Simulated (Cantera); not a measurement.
Feed: 1 mol MgCO3, 0.22 mol H2O, held at 1500 °C and 0.133 bar.

Equilibrium computed with Cantera from the NASA thermochemical tables; the gas is ideal and each condensed phase is pure. Candidate condensed phases: C, C6H6, C7H8, C8H18, H2O, Mg, MgCO3, MgO, Mg(OH)2; 116 gas species. Rates play no part.

Base state: CO2 0.811, H2O 0.179, CO 0.00615, O2 0.00314, OH 0.000453, H2 0.000366, H 1.49e-5, O 1.44e-5 (mole fractions); condensed: MgO(s).

### Question
What changes in the equilibrium state with this change: H2O from 0.22 to 3.9 mol?

### Answer
```csv
species,before,after
H2O,0.179,0.792
CO2,0.811,0.202
H2,0.000366,0.00211
CO,0.00615,0.00199
H,1.49e-5,3.58e-5
OH,0.000453,0.000834
O2,0.00314,0.00185
"MgO(s), mol",1.000,1.000
```
